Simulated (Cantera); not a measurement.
An adiabatic, constant-volume homogeneous reactor starts with H2 : O2 : N2 = 1 : 0.238 : 1.52 (molar parts), at 1400 K and 10.0 bar. Integrator tolerance rtol = 1e-08.

Cantera simulation using the H2/O2 subset of GRI-Mech 3.0, which has no nitrogen chemistry; the numbers are that mechanism's predictions, not measurements. The hydrogen kinetics of GRI-Mech 3.0 are dated; newer H2 mechanisms differ, most at raised pressure.

### Question
What does this change do: pressure from 10.0 bar to 5.00 bar?

### Answer
```
quantity                                                            before                                      after
---------------------------------  ---------------------------------------  -----------------------------------------
time of steepest temperature rise                                  3.31 µs                                    5.71 µs
temperature at 0.400 s                                              2824 K                                     2798 K
equilibrium temperature                                             2824 K                                     2798 K
x(H2) at 0.400 s                       0.203 (gas-phase equilibrium 0.203)        0.202 (gas-phase equilibrium 0.202)
x(O2) at 0.400 s                   2.58e-5 (gas-phase equilibrium 2.58e-5)    4.28e-5 (gas-phase equilibrium 4.28e-5)
x(O) at 0.400 s                    7.06e-5 (gas-phase equilibrium 7.06e-5)  0.000117 (gas-phase equilibrium 0.000117)
x(OH) at 0.400 s                   0.00245 (gas-phase equilibrium 0.00245)    0.00310 (gas-phase equilibrium 0.00310)
x(H2O2) at 0.400 s                 5.29e-8 (gas-phase equilibrium 5.29e-8)    4.57e-8 (gas-phase equilibrium 4.57e-8)
```

### Question
What does this change do: initial temperature 1400 to 1575 K?

### Answer
```json
[
 {"quantity": "time of steepest temperature rise", "before": "3.31 µs", "after": "1.56 µs"},
 {"quantity": "temperature at 0.400 s", "before": "2824 K", "after": "2931 K"},
 {"quantity": "equilibrium temperature", "before": "2824 K", "after": "2931 K"},
 {"quantity": "x(H2) at 0.400 s", "before": "0.203 (gas-phase equilibrium 0.203)", "after": "0.201 (gas-phase equilibrium 0.201)"},
 {"quantity": "x(O2) at 0.400 s", "before": "2.58e-5 (gas-phase equilibrium 2.58e-5)", "after": "6.06e-5 (gas-phase equilibrium 6.06e-5)"},
 {"quantity": "x(O) at 0.400 s", "before": "7.06e-5 (gas-phase equilibrium 7.06e-5)", "after": "0.000168 (gas-phase equilibrium 0.000168)"},
 {"quantity": "x(OH) at 0.400 s", "before": "0.00245 (gas-phase equilibrium 0.00245)", "after": "0.00395 (gas-phase equilibrium 0.00395)"},
 {"quantity": "x(H2O2) at 0.400 s", "before": "5.29e-8 (gas-phase equilibrium 5.29e-8)", "after": "9.18e-8 (gas-phase equilibrium 9.18e-8)"}
]
```

### Question
What does this change do: O2 0.238 to 0.4 parts?

### Answer
```
quantity                                                            before                                    after
---------------------------------  ---------------------------------------  ---------------------------------------
time of steepest temperature rise                                  3.31 µs                                  2.32 µs
temperature at 0.400 s                                              2824 K                                   3253 K
equilibrium temperature                                             2824 K                                   3253 K
x(H2) at 0.400 s                       0.203 (gas-phase equilibrium 0.203)    0.0908 (gas-phase equilibrium 0.0908)
x(O2) at 0.400 s                   2.58e-5 (gas-phase equilibrium 2.58e-5)  0.00418 (gas-phase equilibrium 0.00418)
x(O) at 0.400 s                    7.06e-5 (gas-phase equilibrium 7.06e-5)  0.00361 (gas-phase equilibrium 0.00361)
x(OH) at 0.400 s                   0.00245 (gas-phase equilibrium 0.00245)    0.0255 (gas-phase equilibrium 0.0255)
x(H2O2) at 0.400 s                 5.29e-8 (gas-phase equilibrium 5.29e-8)  1.96e-6 (gas-phase equilibrium 1.96e-6)
```
Above 3000 K some thermodynamic fits are extrapolated.
